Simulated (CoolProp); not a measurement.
Hydrogen chloride at several states: fugacity coefficient from the reference equation and from simpler models built on Tc = 51.5 °C, pc = 8.314 MPa, ω = 0.130; each cubic takes its own stable root.

Model: reference Helmholtz-energy equation of state, Thol 2018, in CoolProp.

| T (°C) | p (MPa) | phase | reference |
|---|---|---|---|
| 146.95 | 0.302 | gas | 0.9939 |
| 350.45 | 12 | supercritical | 0.9499 |
| 170.95 | 3.32 | gas | 0.9455 |
| -103.75 | 0.0159 | gas | 0.9935 |
| -96.85 | 3.3 | liquid | 0.01563 |
| 206.15 | 12.6 | supercritical | 0.8556 |

Question: How far does each simpler model (van der Waals, Soave-Redlich-Kwong) lie from the reference over these 6 states: mean and median of the absolute difference, and the worst?

Answer: 
- van der Waals: mean 117.2 %, median 0.9 %, worst +699.7 % at -96.85 °C and 3.3 MPa
- Soave-Redlich-Kwong: mean 2.3 %, median 2.1 %, worst -5.4 % at -96.85 °C and 3.3 MPa
